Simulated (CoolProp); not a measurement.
2000 sccm (0 °C, 1 atm) of nitrogen bubbles through liquid water at 300.8 K and leaves saturated at a total pressure of 0.0591 MPa (ideal gas phase). Each further row changes one setting.

Computed with CoolProp (reference Helmholtz-energy equation of state, Wagner 2002).

```json
[
 {"case": "as stated", "vapour pressure (kPa)": "3.71", "mole fraction of vapour": "0.0627", "delivery (mg/min)": "108", "delivery (sccm)": "134", "change of delivery for a bath 1 K warmer (%)": "6.4"},
 {"case": "bath temperature 305.8 K", "vapour pressure (kPa)": "4.94", "mole fraction of vapour": "0.0835", "delivery (mg/min)": "147", "delivery (sccm)": "182", "change of delivery for a bath 1 K warmer (%)": "6.3"},
 {"case": "total pressure 0.118 MPa", "vapour pressure (kPa)": "3.71", "mole fraction of vapour": "0.0314", "delivery (mg/min)": "52.1", "delivery (sccm)": "64.9", "change of delivery for a bath 1 K warmer (%)": "6.2"}
]
```
